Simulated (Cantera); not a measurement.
Feed: 1 mol trisilylamine, 0.15 mol NH₃, 38 mol N₂, at 1675 K and 0.000450 bar.

These are equilibrium values from Cantera (NASA tables, ideal gas, pure condensed phases), not measurements of a reactor. Candidate condensed phases: Si, Si₃N₄; 18 gas species. The feed counts by its element totals alone. The tables' values for SiN are old estimates; treat these amounts as uncertain. Rates play no part.

Base state: N₂ 0.889, H₂ 0.108, H 0.00180, Si 0.000964, Si₂N 2.29e-5, SiN 1.27e-5, SiH 1.13e-5 (mole fractions); condensed: Si(s).

Task: What changes in the equilibrium state with this change: pressure from 0.000450 bar to 0.400 bar?

Result: 
```csv
species,before,after
N₂,0.889,0.886
H₂,0.108,0.114
H,0.00180,6.21e-5
Si,0.000964,2.21e-8
Si₂N,2.29e-5,<1e-9
SiN,1.27e-5,8.65e-9
SiH,1.13e-5,7.92e-9
"Si(s), mol",2.95,0
"Si₃N₄(s), mol",0,1.000
```

Task: What changes in the equilibrium state with this change: pressure from 0.000450 bar to 0.00133 bar?

Result: 
```json
[
 {"species": "N₂", "before": "0.889", "after": "0.885"},
 {"species": "H₂", "before": "0.108", "after": "0.114"},
 {"species": "H", "before": "0.00180", "after": "0.00107"},
 {"species": "Si", "before": "0.000964", "after": "0.000297"},
 {"species": "Si₂N", "before": "2.29e-5", "after": "1.10e-5"},
 {"species": "SiN", "before": "1.27e-5", "after": "6.72e-6"},
 {"species": "Si(s), mol", "before": "2.95", "after": "0"},
 {"species": "Si₃N₄(s), mol", "before": "0", "after": "0.995"}
]
```

Task: What changes in the equilibrium state with this change: temperature from 1675 K to 1175 K?

Result: 
```csv
species,before,after
N₂,0.889,0.886
H₂,0.108,0.114
H,0.00180,1.95e-6
Si,0.000964,<1e-9
Si₂N,2.29e-5,<1e-9
SiN,1.27e-5,<1e-9
SiH,1.13e-5,<1e-9
"Si(s), mol",2.95,0
"Si₃N₄(s), mol",0,1.00
```
